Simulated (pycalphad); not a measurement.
CALPHAD calculation (pycalphad, COST 507 light-alloy database (1999)), 1 atm. These are 1990s assessments: newer ones move some temperatures and phases. The system is extrapolated from its subsystems; higher-order compounds may be missing. Amounts are mole fractions of atoms. Diffusion is slow at the low end, where real alloys seldom reach equilibrium.

### Question
Give the equilibrium state of Ti-0.31Al-0.24C (at.%) at 550 K.

### Answer
```
T = 550.00 K, P = 101325 Pa, N = 1 mol of atoms
G = -20010 J/mol, H = 5916 J/mol, S = 47.14 J/(mol K)  (SER reference)
chemical potentials (J/mol): Ti -19150, Al -134679, C -228221
phase             fraction      x(Ti)      x(Al)       x(C)
HCP_A3              0.9939     0.9967     0.0031   0.000166
FCC_A1              0.0061     0.6324   6.32e-15     0.3676
```

FCC_A1 is fcc; HCP_A3 is hcp. The fcc model also describes the rock-salt carbide or nitride (TiC, TiN, HfC).
